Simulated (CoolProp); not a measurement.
A simple Rankine cycle with fluoroethane (R161): condensing at 304.15 K, boiler at 4.04 MPa, turbine inlet 368.9 K, turbine efficiency 0.65, pump efficiency 0.7, no recuperator. Each further row changes one setting.

The numbers come from the reference Helmholtz-energy equation of state, Wu 2012 in CoolProp.

```tsv
case	thermal efficiency (%)	net work (kJ/kg)	heat in (kJ/kg)	turbine exit temperature (K)	volume ratio over the turbine
as stated	7.7	26.3	340	304.1	4.25
turbine inlet 388.9 K	8.4	33.6	398	326.4	3.92
condensing temperature 296.15 K	8.8	31.4	358	296.1	5.28
boiler pressure 2.83 MPa	6.6	25.7	389	325.6	2.66
turbine efficiency 0.55	6.3	21.3	340	304.1	4.31
```

The expansion ends wet for: as stated; condensing temperature 296.15 K; turbine efficiency 0.55.
